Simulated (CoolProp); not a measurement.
Oxygen at 345.85 K and 14.2 MPa is throttled through a valve to 0.839 MPa with no heat exchange. Each further row changes one setting.

The numbers come from the reference Helmholtz-energy equation of state, Schmidt 1985 in CoolProp.

```json
[
 {"case": "as stated", "temperature change (K)": "___", "final density (kg/m³)": "10.1"},
 {"case": "outlet pressure 0.252 MPa", "temperature change (K)": "-25.0", "final density (kg/m³)": "___"},
 {"case": "outlet pressure 1.09 MPa", "temperature change (K)": "-23.1", "final density (kg/m³)": "___"}
]
```

Question: Fill in the missing entries.

Answer: 
- as stated, temperature change (K): -23.7
- outlet pressure 0.252 MPa, final density (kg/m³): 3.03
- outlet pressure 1.09 MPa, final density (kg/m³): 13.1

Above 300 K oxygen's equation is extrapolated.
